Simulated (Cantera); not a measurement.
A closed system holds: 1 mol SiC, 0.016 mol N2O, 1.8 mol H2, 0.38 mol CO2, held at 1627 °C and 0.690 bar.

Equilibrium computed with Cantera from the NASA thermochemical tables; the gas is ideal and each condensed phase is pure. Candidate condensed phases: C, C6H6, C7H8, C8H18, H2O, Si, SiC, SiO2, Si2N2O, Si3N4; 151 gas species. Gases not in the tables: Si2H6 and higher silanes. Kinetics and transport are ignored.

Base state: H2 0.694, CO 0.223, SiO 0.0764, N2 0.00612, H 0.000796, H2O 0.000130, HCN 9.26e-5, CH4 2.72e-5 (mole fractions); condensed: SiC(s).

Q: What changes in the equilibrium state with this change: SiC replaced by Si3N4?

A: 
```csv
species,before,after
H2,0.694,0.771
N2,0.00612,0.225
CO,0.223,0.00150
SiO,0.0764,0.00136
H2O,0.000130,1.59e-6
HNC,4.35e-6,1.71e-5
HCN,9.26e-5,0.000365
SiH2,1.03e-5,1.86e-5
CH4,2.72e-5,2.07e-5
"SiC(s), mol",0.802,0.376
"Si2N2O(s), mol",0,0.769
"Si3N4(s), mol",0,0.361
```
Mutual solubility and eutectic melting of coexisting phases are not modelled.
